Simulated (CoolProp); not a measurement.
Vapour-liquid equilibrium of propylene (1) + 1-butene (2) at -63.65 °C; x and y are mole fractions of (1).

Values from CoolProp's multi-fluid Helmholtz-energy mixture model, Lemmon 2013 and Lemmon 2005; pair parameters Bell 2016.

```tsv
x	bubble pressure, mixture model (MPa)	bubble pressure, Raoult's law (MPa)	y, mixture model	y, Raoult's law
0.05	0.007283	0.007262	0.316	0.316
0.125	0.01035	0.01031	0.556	0.556
0.2	[?]	0.01336	[?]	0.687
0.275	0.01645	0.01640	0.767	0.769
0.35	0.01948	0.01945	[?]	0.825
0.425	[?]	0.02250	0.864	0.866
0.5	0.02554	0.02554	0.895	0.898
0.575	0.02857	0.02859	0.920	0.922
0.65	[?]	0.03164	0.940	0.942
0.725	0.03464	0.03468	0.957	0.959
0.8	0.03768	0.03773	0.971	0.972
0.875	0.04073	0.04078	0.983	0.984
0.95	0.04380	0.04383	0.994	0.994
```

Problem. Complete the blanks.

Solution. 
- 0.2, bubble pressure, mixture model (MPa): 0.01340
- 0.2, y, mixture model: 0.685
- 0.35, y, mixture model: 0.823
- 0.425, bubble pressure, mixture model (MPa): 0.02252
- 0.65, bubble pressure, mixture model (MPa): 0.03160

The largest gap from Raoult's law is +0.4 % in bubble pressure, at x = 0.125. No azeotrope shows between x = 0.05 and 0.95.

The pair parameters rest on a limited set of measurements; away from them the model extrapolates.
